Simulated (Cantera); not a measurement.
A closed system holds: 1 mol Si3N4, 2.3 mol CO2, 61 mol H2, at 1698 K and 0.00260 bar.

Cantera equilibrium calculation (NASA polynomials, part measured and part estimated; ideal gas, pure solids and liquids). Candidate condensed phases: C, C6H6, C7H8, C8H18, H2O, Si, SiC, SiO2, Si2N2O, Si3N4; 151 gas species. Equilibrium is a limit: real reactors are often held back by kinetics, nucleation or transport.

Base state: H2 0.900, SiO 0.0391, N2 0.0295, CO 0.0288, H 0.00269, Si 6.77e-5, HCN 3.23e-5 (mole fractions); condensed: SiC(s).

What changes in the equilibrium state with this change: pressure from 0.00260 bar to 1.00 bar?


```tsv
species	before	after
H2	0.900	0.950
CO	0.0288	0.0358
N2	0.0295	0.0122
SiO	0.0391	0.00103
Si	6.77e-5	4.65e-9
CH4	1.27e-7	6.79e-5
H2O	6.01e-7	0.000244
H	0.00269	0.000141
HCN	3.23e-5	2.66e-5
SiC(s), mol	0.346	0
SiO2(condensed), mol	0	0.505
Si2N2O(s), mol	0	1.21
```
Mutual solubility and eutectic melting of coexisting phases are not modelled. The tables hold silica as quartz up to 1696 K and as liquid above; real silica turns to tridymite and cristobalite and melts near 1996 K.
